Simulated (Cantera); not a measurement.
A freely propagating, adiabatic, planar premixed flame of H2 : O2 : N2 = 1 : 0.167 : 0.627 (molar parts), unburnt at 598 K and 0.118 atm; mixture-averaged transport, grid criteria slope 0.08 and curve 0.16, no radiation.

Cantera simulation using the H2/O2 subset of GRI-Mech 3.0, which has no nitrogen chemistry; the numbers are that mechanism's predictions, not measurements. Burning velocities carry a grid error of a few per cent, more on coarse grids.

What does this change do: inlet temperature 598 to 673 K?


```tsv
quantity	before	after
laminar burning velocity	601 cm/s	758 cm/s
thermal thickness	7.71 mm	8.10 mm
peak x(O)	0.00226	0.00250
peak x(H2O2)	3.52e-7	1.37e-7
peak x(H)	0.111	0.119
```

What does this change do: H2 1 to 1.3 parts?


```tsv
quantity	before	after
laminar burning velocity	601 cm/s	522 cm/s
thermal thickness	7.71 mm	8.43 mm
peak x(O)	0.00226	0.00121
peak x(H2O2)	3.52e-7	3.44e-7
peak x(H)	0.111	0.0890
```
